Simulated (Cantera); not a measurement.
Catalytic combustion on Pt

An isothermal plug-flow reactor at 948 K and 1.01 bar (inlet), inlet velocity 0.054 m/s, active area per volume 9300 1/m; feed CH4 : O2 : N2 = 0.0028 : 0.12 : 0.79 (molar parts).

Cantera simulation using Deutschmann's 1995 Pt surface mechanism with GRI-Mech 3.0 gas chemistry; the numbers are that mechanism's predictions, not measurements. Catalytic surfaces can have several steady states; this one follows from the mechanism file's or the stated starting coverage. Mass transfer to the wall is taken as infinitely fast.

| z (m) | x CH4 | x O2 | x H2O | x CO2 | x CO | θ free Pt | θ O* | θ OH* |
|---|---|---|---|---|---|---|---|---|
| 0.00022 | 0.00107 | 0.127 | 0.00399 | 0.00199 | 3.90e-7 | 0.134 | 0.864 | 0.00118 |
| 0.00043 | 0.000391 | 0.126 | 0.00535 | 0.00267 | 1.42e-7 | 0.135 | 0.864 | 0.00137 |
| 0.00084 | 5.39e-5 | 0.125 | 0.00602 | 0.00301 | 1.97e-8 | 0.135 | 0.864 | 0.00145 |
| 0.0016 | 1.37e-6 | 0.125 | 0.00613 | 0.00306 | 5.55e-10 | 0.135 | 0.864 | 0.00147 |
| 0.0031 | 1.03e-9 | 0.125 | 0.00613 | 0.00307 | 4.97e-11 | 0.135 | 0.864 | 0.00147 |
| 0.006 | <1e-12 | 0.125 | 0.00613 | 0.00307 | 4.06e-11 | 0.135 | 0.864 | 0.00147 |
| 0.012 | <1e-12 | 0.125 | 0.00613 | 0.00307 | 2.72e-11 | 0.135 | 0.864 | 0.00147 |
| 0.022 | <1e-12 | 0.125 | 0.00613 | 0.00307 | 1.45e-11 | 0.135 | 0.864 | 0.00147 |
x: gas mole fraction; θ: surface coverage.
